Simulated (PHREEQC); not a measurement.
Make-up at 25 °C: 75 mmol/kgw ZnCl2, 0.039 mmol/kgw NaOH and 0.25 mmol/kgw FeSO4. Closed to the air; pH follows from the charge balance.

Equilibrium calculation in PHREEQC: ion-association model, wateq4f.dat.

Each row changes one thing in this solution. This is a speciation only: nothing precipitates in the calculation.

| case | pH | ionic strength (mol/kgw) | Zn+2 (mol/kgw) | ZnCl+ (mol/kgw) | ZnCl2 (mol/kgw) | Fe+2 (mol/kgw) | SI of Zincite(c) (ZnO) |
|---|---|---|---|---|---|---|---|
| as made | 5.63 | 0.207 | 0.0661 | 0.00802 | 0.000571 | 0.000235 | -1.55 |
| diluted 10-fold with water | 5.87 | 0.0222 | 0.00731 | 0.000170 | 1.95e-6 | ___ | -1.77 |
| NaOH replaced by NaF at the same molality | 5.06 | 0.207 | 0.0661 | 0.00802 | 0.000571 | 0.000235 | -2.69 |
| ZnCl2 from 0.075 to 0.112 mol/kgw | 5.44 | 0.301 | 0.0950 | 0.0150 | 0.00141 | 0.000232 | ___ |
| temperature from 25 to 5 °C | 5.70 | 0.217 | 0.0710 | 0.00353 | 0.000241 | 0.000235 | ___ |
| diluted 5-fold with water | 5.80 | 0.0439 | 0.0144 | 0.000565 | 1.17e-5 | 4.90e-5 | -1.68 |

Problem. Some entries are withheld; supply them.

Solution. 
- diluted 10-fold with water, Fe+2 (mol/kgw): 2.47e-5
- ZnCl2 from 0.075 to 0.112 mol/kgw, SI of Zincite(c) (ZnO): -1.83
- temperature from 25 to 5 °C, SI of Zincite(c) (ZnO): -2.53

Species that the database lacks are ignored. Constants without temperature data keep their 25 °C values here. Fluoro complexes past AlF4- and FeF3 are missing from the database.
